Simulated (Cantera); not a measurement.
What does this Cantera script print?

```python
import numpy as np
import cantera as ct

gas_names = """

""".split()
cond_names = """
    Na2S(1) Na2S(2) Na2S(L) S(cr1) S(cr2) S(L) Na(cr) Na(L)
""".split()


def load(file, names, dense=False):
    # The tables refer to 1 bar. Condensed volumes are neglected.
    table = {s.name: s for s in ct.Species.list_from_file(file)}
    out = []
    for n in names:
        d = dict(table[n].input_data)
        d["thermo"] = dict(d["thermo"], **{"reference-pressure": 1e5})
        if dense:
            d["equation-of-state"] = {"model": "constant-volume", "density": "1e6 g/cm^3"}
        out.append(ct.Species.from_dict(d))
    return out


species = {s.name: s for s in load("nasa_gas.yaml", gas_names) + load("nasa_condensed.yaml", cond_names)}
# Each term lists the table entries of one substance; the one whose range holds T is used.
reactions = {
    'Na2S = S + 2 Na':
        [(-1, ['Na2S(1)', 'Na2S(2)', 'Na2S(L)']), (1, ['S(cr1)', 'S(cr2)', 'S(L)']), (2, ['Na(cr)', 'Na(L)'])],
}


def pick(names, T):
    return next(species[n] for n in names if species[n].thermo.min_temp <= T <= species[n].thermo.max_temp)


results = []
for label, terms in reactions.items():
    print(label)
    print("     T/K   dH/kJ  dS/(J/K)   dG/kJ   log10 K")
    for T in [525, 550, 575, 600, 625, 650, 675, 700, 725, 750]:
        used = [(nu, pick(names, T)) for nu, names in terms]
        dH = sum(nu * s.thermo.h(T) for nu, s in used) / 1e6
        dS = sum(nu * s.thermo.s(T) for nu, s in used) / 1e3
        dG = dH - T * dS / 1e3
        logK = -dG * 1e6 / (ct.gas_constant * T * np.log(10))
        results.append((label, T, dH, dS, dG, logK, [s.name for _, s in used]))
        print(f"{T:8g} {dH:8.1f} {dS:8.1f} {dG:8.1f} {logK:8.2f}")
```

It prints:

```
Na2S = S + 2 Na
     T/K   dH/kJ  dS/(J/K)   dG/kJ   log10 K
     525    375.6     62.7    342.7   -34.09
     550    376.0     63.4    341.1   -32.39
     575    376.2     63.9    339.5   -30.84
     600    376.5     64.3    337.9   -29.42
     625    376.7     64.6    336.3   -28.11
     650    376.8     64.8    334.7   -26.89
     675    376.9     64.9    333.1   -25.77
     700    376.9     64.9    331.4   -24.73
     725    376.9     64.9    329.8   -23.76
     750    376.9     64.9    328.2   -22.86
```

Cantera with NASA thermochemical tables; ideal gases at 1 bar, condensed phases pure. Condensed species are held in their standard states even where they would react or evaporate.
